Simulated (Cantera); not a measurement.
A Cantera script and its output.

```python
import numpy as np
import cantera as ct

gas = ct.Solution("h2o2.yaml")
gas.TPX = 675, 130000, {'H2': 1.3, 'O2': 0.943, 'N2': 2.83, 'H2O': 0.42}
flame = ct.FreeFlame(gas, width=0.033)
flame.set_refine_criteria(ratio=3, slope=0.08, curve=0.16)
flame.transport_model = "mixture-averaged"
flame.solve(loglevel=0, auto=True)
z, T = flame.grid, flame.T
thick = (T[-1] - T[0]) / np.gradient(T, z).max()
show = ['H2', 'O2', 'H2O', 'H', 'H2O2', 'HO2']
print(f"laminar burning velocity  {flame.velocity[0] * 100:.3f} cm/s")
print(f"burnt temperature         {T[-1]:.1f} K")
print(f"thermal thickness         {thick * 1e3:.4f} mm")
print(f"grid points               {len(z)}")
z0 = z[flame.heat_release_rate.argmax()]
print(f"{'z/mm':>9s}{'T/K':>9s}{'u/(m/s)':>9s}" + "".join(f"{s:>11s}" for s in show))
rows = []
for k in (-3, -2, -1.5, -1, -0.5, -0.25, 0, 0.25, 0.5, 1, 2, 4, 8):
    zz = z0 + k * thick
    rows.append([k * thick, np.interp(zz, z, T), np.interp(zz, z, flame.velocity),
                 *(np.interp(zz, z, flame.X[gas.species_index(s)]) for s in show)])
    print(f"{rows[-1][0] * 1e3:9.3f}{rows[-1][1]:9.1f}{rows[-1][2]:9.3f}" + "".join(f"{x:11.3e}" for x in rows[-1][3:]))
```

It prints:

```
laminar burning velocity  719.105 cm/s
burnt temperature         2295.9 K
thermal thickness         0.2912 mm
grid points               124
     z/mm      T/K  u/(m/s)         H2         O2        H2O          H       H2O2        HO2
   -0.874    675.0    7.191  2.367e-01  1.717e-01  7.646e-02  7.474e-16  2.787e-14  8.244e-12
   -0.582    675.0    7.191  2.367e-01  1.717e-01  7.646e-02  6.860e-13  3.014e-12  8.659e-10
   -0.437    675.0    7.191  2.366e-01  1.717e-01  7.647e-02  6.215e-11  6.543e-11  1.821e-08
   -0.291    675.1    7.189  2.363e-01  1.718e-01  7.650e-02  2.441e-08  5.666e-09  1.355e-06
   -0.146    692.0    7.307  2.286e-01  1.727e-01  7.819e-02  9.170e-05  5.370e-06  3.014e-04
   -0.073    872.8    8.984  1.950e-01  1.691e-01  9.832e-02  2.987e-03  2.565e-05  3.978e-04
    0.000   1258.9   12.568  1.159e-01  1.377e-01  1.720e-01  1.814e-02  1.300e-05  1.905e-04
    0.073   1558.6   15.370  4.945e-02  9.128e-02  2.524e-01  2.893e-02  5.173e-06  9.763e-05
    0.146   1719.4   16.849  2.962e-02  7.329e-02  2.823e-01  2.604e-02  2.857e-06  6.345e-05
    0.291   1883.2   18.285  2.261e-02  6.647e-02  2.987e-01  1.737e-02  1.499e-06  4.102e-05
    0.582   2033.3   19.546  1.699e-02  6.309e-02  3.130e-01  9.495e-03  8.828e-07  2.465e-05
    1.165   2152.9   20.517  1.104e-02  6.094e-02  3.263e-01  4.353e-03  5.940e-07  1.399e-05
    2.330   2236.9   21.183  6.132e-03  5.995e-02  3.368e-01  1.656e-03  4.483e-07  8.432e-06
```

Model: the H2/O2 subset of GRI-Mech 3.0, which has no nitrogen chemistry, integrated in Cantera. Burning velocities carry a grid error of a few per cent, more on coarse grids. Lean hydrogen flames are cellular in practice and burn faster than this planar one.
